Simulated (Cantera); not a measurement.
Boron, boron nitride and boron oxide: B + H2

A closed system holds: 1 mol B, 7.2 mol H2, at 2048 K and 10000 Pa.

These are equilibrium values from Cantera (NASA tables, ideal gas, pure condensed phases), not measurements of a reactor. Candidate condensed phases: B; 7 gas species. The tables' values for BH2 are old estimates; treat these amounts as uncertain. Gases not in the tables: B2H6 and higher boranes. Rates play no part.

```yaml
x(H2): 0.992
x(H): 0.00705
x(BH2): 0.000608
x(BH3): 1.27e-5
x(B): 2.91e-6
x(BH): 1.77e-6
n(B(s)): 0.995 mol
gas_amount: 7.225 mol
```
